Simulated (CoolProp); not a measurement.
Vapour-liquid equilibrium of p-xylene (1) + n-decane (2) at 460.8 K; x and y are mole fractions of (1).

Computed with CoolProp (multi-fluid Helmholtz-energy mixture model, Zhou 2012 and Lemmon 2006; pair parameters Bell 2016).

```csv
x,"bubble pressure, mixture model (MPa)","bubble pressure, Raoult's law (MPa)","y, mixture model","y, Raoult's law"
0.05,[?],0.1503,0.105,0.107
0.2,0.1790,0.1775,0.353,0.363
0.35,0.2065,0.2047,[?],0.552
0.5,0.2334,0.2319,0.677,0.696
0.65,0.2601,0.2591,[?],0.809
0.8,0.2868,0.2863,0.890,0.901
0.95,0.3135,0.3135,0.974,0.977
```

Problem. Complete the blanks.

Solution. 
- 0.05, bubble pressure, mixture model (MPa): 0.1508
- 0.35, y, mixture model: 0.535
- 0.65, y, mixture model: 0.792

The largest gap from Raoult's law is +0.9 % in bubble pressure, at x = 0.35. No azeotrope shows between x = 0.05 and 0.95.

Pair parameters are fitted to limited data, so mixtures are less certain than the pure fluids.
